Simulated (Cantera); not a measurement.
A perfectly stirred reactor is fed with H2 : O2 = 0.27 : 1 (molar parts), equivalence ratio 0.14, at 10.00 Torr; it is held at 1425 K, and followed from long to short residence time.

Model: GRI-Mech 3.0 (53 species, 325 reactions), integrated in Cantera. Radical loss at walls, strong at low pressure, is not modelled. The temperature is held fixed by assumption; the heat of reaction is taken as removed at once.

### Question
What does this change do: O2 1 to 0.25 parts?

### Answer
```
quantity                before    after
---------------------  -------  -------
x(H2) at τ = 0.320 s   0.00184   0.0102
x(O2) at τ = 0.320 s     0.748    0.293
x(H) at τ = 0.320 s    0.00274  0.00813
x(OH) at τ = 0.320 s   0.00806   0.0121
x(H2O) at τ = 0.320 s    0.228    0.668
x(H2) at τ = 3.30 ms    0.0138   0.0635
x(O2) at τ = 3.30 ms     0.667    0.264
x(H) at τ = 3.30 ms     0.0528    0.190
x(OH) at τ = 3.30 ms    0.0196   0.0280
x(H2O) at τ = 3.30 ms    0.166    0.373
```
